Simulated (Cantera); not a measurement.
Input: 1 mol TEOS, 16 mol H2O, 1.6 mol H2, 0.51 mol CO2, at 1.00 bar.

Method: chemical equilibrium by Gibbs-energy minimisation in Cantera with the NASA 1993 tables (ideal gas, pure condensed phases). Candidate condensed phases: C, C6H6, C7H8, C8H18, H2O, Si, SiC, SiO2; 123 gas species. The feed counts by its element totals alone. The tables hold silica as quartz up to 1696 K and as liquid above; real silica turns to tridymite and cristobalite and melts near 1996 K. Gases not in the tables: Si(OH)4. Kinetics and transport are ignored.

At 1275 K, list the 5 most abundant gas species with their mole fractions, and the condensed phases.

H2 0.524, H2O 0.240, CO 0.185, CO2 0.0509, CH4 1.20e-5. Condensed: SiO2(β-quartz).
